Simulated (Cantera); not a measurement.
Charge: 1 mol Mg(OH)2, 0.037 mol C, 5.5 mol O2, at 2100 K and 10.0 mbar.

These are equilibrium values from Cantera (NASA tables, ideal gas, pure condensed phases), not measurements of a reactor. Candidate condensed phases: C, C6H6, C7H8, C8H18, H2O, Mg, MgCO3, MgO, Mg(OH)2; 116 gas species. Kinetics and transport are ignored.

Question: What is the equilibrium state?

Answer: 
```json
{
  "x(O2)": "0.821",
  "x(H2O)": "0.142",
  "x(OH)": "0.0173",
  "x(O)": "0.0126",
  "x(CO2)": "0.00545",
  "x(H)": "0.000950",
  "x(H2)": "0.000929",
  "x(CO)": "0.000176",
  "x(Mg)": "3.87e-5",
  "n(MgO(s))": "1.000 mol",
  "gas_amount": "6.579 mol",
  "log10 activity of Mg(l) (absent)": "-8.07",
  "log10 activity of C(graphite) (absent)": "-12.03"
}
```
